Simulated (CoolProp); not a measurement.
Ethylene at 298.15 K and 2.17 MPa is compressed adiabatically to 10.6 MPa with isentropic efficiency 0.9. Each further row changes one setting.

Computed with CoolProp (reference Helmholtz-energy equation of state, Smukala 2000).

| case | work (kJ/kg) | final temperature (K) | final density (kg/m³) |
|---|---|---|---|
| as stated | 154 | 418.9 | 103 |
| efficiency 1 | 139 | 412.8 | 106 |
| efficiency 0.65 | 213 | 442.7 | 93.1 |
